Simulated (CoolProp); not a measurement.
Vapour-liquid equilibrium of CH2F2 (R32) (1) + R123 (2) at 0.00868 MPa; x and y are mole fractions of (1).

Computed with CoolProp (multi-fluid Helmholtz-energy mixture model, Tillner-Roth 1997 and Younglove 1994; pair parameters Bell 2016).

Q: Give the bubble temperature and the first vapour's composition at x = 0.2, 0.65, 0.95. Is there an azeotrope?

A: x = 0.2: 195.3 K, y = 0.985; x = 0.65: 185.9 K, y = 0.996; x = 0.95: 183.5 K, y = 0.999. No azeotrope shows between x = 0.05 and 0.95.

Pair parameters are fitted to limited data, so mixtures are less certain than the pure fluids. With so large a gap from Raoult's law the liquid may split in two, which this calculation doesn't test in full.
